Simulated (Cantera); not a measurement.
A closed system holds: 1 mol CuO, 2 mol CO, 4.1 mol H2, at 1550 K and 133 Pa.

Cantera equilibrium calculation (NASA polynomials, part measured and part estimated; ideal gas, pure solids and liquids). Candidate condensed phases: C, C6H6, C7H8, C8H18, Cu, CuO, Cu(OH)2, Cu2O, H2O; 113 gas species. The numbers say what is thermodynamically allowed, not how fast it happens.

Base state: H2 0.528, CO 0.296, H2O 0.135, CO2 0.0270, Cu 0.0139, H 0.000627 (mole fractions); condensed: Cu(l).

What changes in the equilibrium state with this change: pressure from 133 Pa to 31.0 Pa?


```
species      before    after
----------  -------  -------
H2            0.528    0.503
CO            0.296    0.282
H2O           0.135    0.128
Cu           0.0139   0.0599
CO2          0.0270   0.0258
Cu2         7.45e-6  3.21e-5
OH          5.37e-6  1.09e-5
Cu(l), mol    0.914    0.611
```

What changes in the equilibrium state with this change: temperature from 1550 K to 850 K?


```
species       before   after
----------  --------  ------
H2             0.528   0.598
CO             0.296   0.238
CO2           0.0270  0.0899
H2O            0.135  0.0740
Cu            0.0139   <1e-9
H           0.000627   <1e-9
Cu(l), mol     0.914       0
Cu(s), mol         0    1.00
```
